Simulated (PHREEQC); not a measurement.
# Cooling-tower water: an equilibrium model

Model water analysis in mg/L, 20 °C, pH 7.69, pe 11.4: Na 147; K 45.1; Ca 119; Mg 126; Cl 96.4; S(6) as SO4 513; Alkalinity as HCO3 665; Si as SiO2 0.383; Pb 52.6; O(0) (dissolved oxygen) 1.36; Cd 0.643.

Valence states are taken as typed.

Computed with PHREEQC (ion-association model, phreeqc.dat).

Precipitation was switched off in this run.

Q: What ionic strength, specific conductance does the model give?

A: ionic strength 0.0308 mol/kgw; specific conductance 1780 µS/cm.

Q: In which forms is Ca present?

A: Ca+2 79 %, CaSO4 15 %, CaHCO3+ 4.8 %, CaCO3 1.1 % of the Ca.

Examples of supersaturated solids here: Cerussite, Otavite. Others may be too. Species that the database lacks are ignored. The database's cadmium carbonate complexes are estimates of doubtful size.
